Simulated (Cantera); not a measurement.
Input: 1 mol Zr, 17 mol H₂O, 1.1 mol N₂, held at 6.60 Pa.

Method: chemical equilibrium by Gibbs-energy minimisation in Cantera with the NASA 1993 tables (ideal gas, pure condensed phases). Candidate condensed phases: H₂O, Zr, ZrN, ZrO₂; 28 gas species. Rates play no part. All values below are at 2200 K.

Base state: H₂O 0.294, H 0.285, H₂ 0.169, O 0.0812, OH 0.0691, O₂ 0.0595, N₂ 0.0406, NO 0.00153 (mole fractions); condensed: ZrO₂(tetragonal).

Question: What changes in the equilibrium state with this change: pressure from 6.60 Pa to 10.0 mbar?

Answer: 
```json
[
 {"species": "H₂O", "before": "0.294", "after": "0.776"},
 {"species": "H₂", "before": "0.169", "after": "0.120"},
 {"species": "N₂", "before": "0.0406", "after": "0.0589"},
 {"species": "H", "before": "0.285", "after": "0.0195"},
 {"species": "O", "before": "0.0812", "after": "0.00199"},
 {"species": "O₂", "before": "0.0595", "after": "0.00544"},
 {"species": "OH", "before": "0.0691", "after": "0.0176"},
 {"species": "ZrO₂", "before": "3.44e-5", "after": "2.27e-7"},
 {"species": "NO", "before": "0.00153", "after": "0.000555"},
 {"species": "ZrO₂(tetragonal), mol", "before": "0.999", "after": "1.000"}
]
```

Question: What changes in the equilibrium state with this change: N₂ from 1.1 to 3.5 mol?

Answer: 
```
species                 before    after
---------------------  -------  -------
H                        0.285    0.272
H₂O                      0.294    0.257
H₂                       0.169    0.154
N₂                      0.0406    0.118
OH                      0.0691   0.0634
O₂                      0.0595   0.0549
O                       0.0812   0.0780
ZrO₂                   3.44e-5  3.44e-5
NO                     0.00153  0.00250
ZrO₂(tetragonal), mol    0.999    0.999
```
